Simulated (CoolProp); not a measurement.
Tetrahydrofuran at several states: Z from the reference equation and from simpler models built on Tc = 267.0 °C, pc = 53.04 bar, ω = 0.234; each cubic takes its own stable root.

The numbers come from the reference Helmholtz-energy equation of state, Fiedler 2023 in CoolProp.

```json
[
 {"T (°C)": "139.95", "p (bar)": "69.7", "phase": "liquid", "reference": "0.1934"},
 {"T (°C)": "-30.65", "p (bar)": "28.9", "phase": "liquid", "reference": "0.1095"},
 {"T (°C)": "194.25", "p (bar)": "1.05", "phase": "gas", "reference": "0.9893"},
 {"T (°C)": "-31.25", "p (bar)": "0.337", "phase": "liquid", "reference": "0.001282"},
 {"T (°C)": "-48.75", "p (bar)": "0.112", "phase": "liquid", "reference": "0.0004505"},
 {"T (°C)": "91.35", "p (bar)": "0.167", "phase": "gas", "reference": "0.9964"}
]
```

Problem. How far does each simpler model (van der Waals, Soave-Redlich-Kwong, Peng-Robinson) lie from the reference over these 6 states: mean and median of the absolute difference, and the worst?

Solution. 
- van der Waals: mean 49664.6 %, median 60.1 %, worst +220876.7 % at -48.75 °C and 0.112 bar
- Soave-Redlich-Kwong: mean 5.8 %, median 8.3 %, worst +9.3 % at -48.75 °C and 0.112 bar
- Peng-Robinson: mean 2.2 %, median 2.8 %, worst -4.6 % at 139.95 °C and 69.7 bar

At some of these states van der Waals gives the other phase, because its saturation line lies elsewhere.
